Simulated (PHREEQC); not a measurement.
Make-up at 25 °C: 0.035 mol CuSO4, 0.0016 mol MgSO4, 0.042 mol HCl and 0.0035 mol NaCl per kg of water. Closed to the air; pH follows from the charge balance.

The numbers come from PHREEQC with the ion-association model, phreeqc.dat.

### Question
The ionic strength comes out as 0.125 mol/kgw. What activity coefficients do NaSO4-, Mg+2, Cl-, CuCl+, SO4-2 get?

### Answer
NaSO4- 0.77, Mg+2 0.38, Cl- 0.75, CuCl+ 0.75, SO4-2 0.35.

This is a speciation only: nothing precipitates in the calculation.
